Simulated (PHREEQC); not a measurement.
Dissolve 0.0011 mol CuSO4, 9.2e-05 mol HCl and 0.000612 mol FeCl3 per kg of water at 25 °C. Closed to the air; pH follows from the charge balance.

Equilibrium calculation in PHREEQC: ion-association model, wateq4f.dat.

Precipitation was switched off in this run.

**Question.** Estimate the pH, ionic strength.

**Answer.** pH 3.24; ionic strength 0.00590 mol/kgw.

**Question.** In which forms is Fe present?

**Answer.** FeOH+2 48 %, FeSO4+ 22 %, Fe(OH)2+ 22 %, Fe+3 6.0 %, Fe2(OH)2+4 1.5 % of the Fe.

Saturation is exceeded, for instance for Fe(OH)3(a), Hematite (slow to form); the values hold only as long as no solid forms. Complexes and solids missing from the database can't appear.
